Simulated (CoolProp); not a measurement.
n-perfluorobutane along the isobar 0.629 MPa: fugacity coefficient from the reference equation and from simpler models built on Tc = 113.2 °C, pc = 2.322 MPa, ω = 0.372; each cubic takes its own stable root.

Values from CoolProp's reference Helmholtz-energy equation of state, Gao 2022.

```
T (°C)   phase  reference
------  ------  ---------
-60.95  liquid   0.006725
-50.55  liquid    0.01382
-40.15  liquid    0.02617
-29.75  liquid    0.04618
-19.35  liquid    0.07668
-8.95   liquid     0.1208
1.45    liquid     0.1816
11.85   liquid     0.2622
22.25   liquid     0.3652
32.65   liquid     0.4925
```

Q: How far does each simpler model (van der Waals, Redlich-Kwong, Soave-Redlich-Kwong) lie from the reference over these 10 states: mean and median of the absolute difference, and the worst?

A: 
- van der Waals: mean 789.8 %, median 459.7 %, worst +2711.9 % at -60.95 °C and 0.629 MPa
- Redlich-Kwong: mean 148.9 %, median 123.7 %, worst +332.9 % at -60.95 °C and 0.629 MPa
- Soave-Redlich-Kwong: mean 0.8 %, median 0.4 %, worst +3.4 % at -60.95 °C and 0.629 MPa

At some of these states van der Waals gives the other phase, because its saturation line lies elsewhere.
